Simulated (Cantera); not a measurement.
A perfectly stirred reactor is fed with 38.0 % H2, 8.75 % O2, 51.0 % N2, 2.24 % H2O, equivalence ratio 2.2, at 210000 Pa; it is adiabatic with a 548 K inlet, and is followed from long to short residence time, starting on the burning branch (τ in s: 0.35, 0.16, 0.069, 0.03, 0.013, 0.0059, 0.0026, 0.0011, 0.0005, 0.00022, 9.8e-05, 4.3e-05, 1.9e-05).

Detailed kinetics in Cantera: the H2/O2 subset of GRI-Mech 3.0, which has no nitrogen chemistry. The hydrogen kinetics of GRI-Mech 3.0 are dated; newer H2 mechanisms differ, most at raised pressure.

x: mole fraction; the columns are a selection and need not sum to one.

| τ (s) | T (K) | x H2 | x O2 | x H2O | x H2O2 | x H | x O |
|---|---|---|---|---|---|---|---|
| 0.35 | 1876 | 0.225 | 1.34e-5 | 0.216 | 1.11e-9 | 0.000826 | 1.88e-7 |
| 0.16 | 1873 | 0.224 | 2.05e-5 | 0.216 | 2.02e-9 | 0.00119 | 3.91e-7 |
| 0.069 | 1869 | 0.224 | 3.22e-5 | 0.216 | 3.78e-9 | 0.00178 | 8.73e-7 |
| 0.030 | 1863 | 0.224 | 5.02e-5 | 0.216 | 6.90e-9 | 0.00265 | 1.94e-6 |
| 0.013 | 1854 | 0.223 | [?] | 0.215 | [?] | [?] | [?] |
| 0.0059 | 1842 | 0.222 | [?] | 0.215 | [?] | [?] | [?] |
| 0.0026 | 1824 | 0.220 | 0.000196 | 0.214 | 3.80e-8 | 0.00848 | 1.94e-5 |
| 0.0011 | 1796 | 0.218 | 0.000330 | 0.213 | 6.78e-8 | 0.0125 | 4.19e-5 |
| 0.00050 | 1760 | 0.216 | 0.000548 | 0.212 | 1.14e-7 | 0.0177 | 8.20e-5 |
| 0.00022 | 1708 | 0.212 | 0.000968 | 0.210 | 1.92e-7 | 0.0247 | 0.000158 |
| 9.8e-5 | 1642 | 0.209 | 0.00179 | 0.207 | 3.12e-7 | 0.0330 | 0.000290 |
| 4.3e-5 | 1556 | 0.207 | 0.00364 | 0.201 | 4.83e-7 | 0.0420 | 0.000521 |
| 1.9e-5 | 1447 | 0.212 | 0.00841 | 0.190 | 7.26e-7 | 0.0474 | 0.000917 |

Question: Some entries are withheld; supply them.

Answer: 
- 0.013, x O2: 7.90e-5
- 0.013, x H2O2: 1.25e-8
- 0.013, x H: 0.00397
- 0.013, x O: 4.32e-6
- 0.0059, x O2: 0.000122
- 0.0059, x H2O2: 2.17e-8
- 0.0059, x H: 0.00578
- 0.0059, x O: 9.11e-6
